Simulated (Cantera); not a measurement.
Input: 1 mol Si, 2.6 mol Cl2, 3 mol H2, at 723.15 K and 1 atm.

Cantera equilibrium calculation (NASA polynomials, part measured and part estimated; ideal gas, pure solids and liquids). Candidate condensed phases: Si; 19 gas species. The numbers say what is thermodynamically allowed, not how fast it happens.

Base state: H2 0.522, HCl 0.261, SiCl4 0.217, SiHCl3 0.000130 (mole fractions); condensed: gas only.

Question: What changes in the equilibrium state with this change: Cl2 from 2.6 to 1.2 mol?

Answer: 
| species | before | after |
|---|---|---|
| H2 | 0.522 | 0.812 |
| SiCl4 | 0.217 | 0.118 |
| SiHCl3 | 0.000130 | 0.0669 |
| HCl | 0.261 | 0.000429 |
| SiH2Cl2 | 5.40e-9 | 0.00263 |
| SiH3Cl | <1e-9 | 2.25e-5 |
| Si(s), mol | 0 | 0.337 |

Question: What changes in the equilibrium state with this change: temperature from 723.15 K to 1198 K?

Answer: 
| species | before | after |
|---|---|---|
| H2 | 0.522 | 0.509 |
| HCl | 0.261 | 0.273 |
| SiCl4 | 0.217 | 0.205 |
| SiHCl3 | 0.000130 | 0.0103 |
| SiCl2 | <1e-9 | 0.000184 |
| SiCl3 | 2.23e-8 | 0.00207 |
| SiH2Cl2 | 5.40e-9 | 6.72e-5 |
The tables' values for SiCl3 are old estimates; treat these amounts as uncertain.
